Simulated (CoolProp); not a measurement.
Vapour pressure (MPa) of neopentane: the reference equation beside estimates from Tc = 433.7 K, pc = 3.196 MPa, ω = 0.196. Clausius-Clapeyron is anchored at 359.4 K with a constant enthalpy of vaporisation of 17.44 kJ/mol.

Computed with CoolProp (reference Helmholtz-energy equation of state, Lemmon 2006). It is a short technical equation, of lower accuracy than the large ones.

```tsv
T (K)	reference	Clausius-Clapeyron	Soave-Redlich-Kwong	Peng-Robinson
345	0.6127	0.6614	0.6169	0.6097
352.2	0.7215	0.7489	0.7273	0.7185
359.4	0.8438	0.8438	0.8517	0.8412
366.6	0.9807	0.9463	0.9909	0.9788
373.7	1.131	1.055	1.144	1.130
380.9	1.300	1.173	1.316	1.301
388.1	1.487	1.299	1.505	1.489
395.3	1.693	1.434	1.714	1.698
402.5	1.919	1.577	1.943	1.927
409.7	2.168	1.728	2.193	2.178
416.9	2.441	1.888	2.466	2.453
```

Absolute difference from the reference over all 11 rows, mean and median: Clausius-Clapeyron 11.0 and 9.8 %, Soave-Redlich-Kwong 1.1 and 1.1 %, Peng-Robinson 0.3 and 0.3 %.
